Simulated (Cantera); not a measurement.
Charge: 1 mol C2F6, a varied amount of H2, equilibrated at 727 °C and 7.80 mbar.

Cantera equilibrium calculation (NASA polynomials, part measured and part estimated; ideal gas, pure solids and liquids). Candidate condensed phases: C, C6H6, C7H8, C8H18; 95 gas species. The feed counts by its element totals alone. Gases not in the tables: C2F6 and larger saturated fluorocarbons. Equilibrium is a limit: real reactors are often held back by kinetics, nucleation or transport.

**Question.** What share of the C ends up in condensed phases as a function of n(H2) (mol), at 0.04, 0.062, 0.096, 0.15, 0.23, 0.36, 0.55, 0.85, 1.3, 2, 3.2, 4.9, 7.6?

**Answer.** 
| n(H2) (mol) | C condensed (%) | as |
|---|---|---|
| 0.04 | 26.0 | C(graphite) |
| 0.062 | 26.6 | C(graphite) |
| 0.096 | 27.4 | C(graphite) |
| 0.15 | 28.7 | C(graphite) |
| 0.23 | 30.8 | C(graphite) |
| 0.36 | 34.0 | C(graphite) |
| 0.55 | 38.8 | C(graphite) |
| 0.85 | 46.2 | C(graphite) |
| 1.3 | 57.5 | C(graphite) |
| 2 | 75.0 | C(graphite) |
| 3.2 | 100.0 | C(graphite) |
| 4.9 | 100.0 | C(graphite) |
| 7.6 | 99.9 | C(graphite) |
